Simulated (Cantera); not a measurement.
**SiH₂Cl₂ + N₂ (silicon nitride deposition)**

Feed: 1 mol SiH₂Cl₂, 69 mol N₂, at 1925 K and 0.180 bar.

Method: chemical equilibrium by Gibbs-energy minimisation in Cantera with the NASA 1993 tables (ideal gas, pure condensed phases). Candidate condensed phases: NH₄Cl, Si, Si₃N₄; 28 gas species. The tables' values for SiCl₃, SiCl are old estimates; treat these amounts as uncertain. Rates play no part.

| Property | Value |
|---|---|
| x(N₂) | 0.972 |
| x(H₂) | 0.00973 |
| x(SiCl₂) | 0.00957 |
| x(HCl) | 0.00856 |
| x(H) | 0.000222 |
| x(Cl) | 0.000147 |
| x(SiCl₃) | 0.000107 |
| x(SiCl) | 7.46e-5 |
| x(Si) | 4.69e-5 |
| n(Si₃N₄(s)) | 0.102 mol |
| gas amount | 70.81 mol |
| log10 activity of Si(l) (absent) | -0.31 |
